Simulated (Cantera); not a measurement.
A freely propagating, adiabatic, planar premixed flame of CH4 : C2H6 : C3H8 : O2 : N2 = 1 : 1.1 : 0.51 : 12.7 : 47.9 (molar parts), equivalence ratio 0.66, unburnt at 650 K and 70000 Pa; mixture-averaged transport, grid criteria slope 0.08 and curve 0.16, no radiation.

Computed with Cantera and GRI-Mech 3.0 (53 species, 325 reactions). GRI-Mech 3.0 was tuned for natural gas; its chemistry of propane as a main component is partial and can be far from experiment. Burning velocities carry a grid error of a few per cent, more on coarse grids.

Task: What does this change do: 1.5 parts H2 added?

Result: 
| quantity | before | after |
|---|---|---|
| laminar burning velocity | 121 cm/s | 158 cm/s |
| thermal thickness | 0.484 mm | 0.423 mm |
| peak x(HCO) | 4.60e-5 | 6.42e-5 |
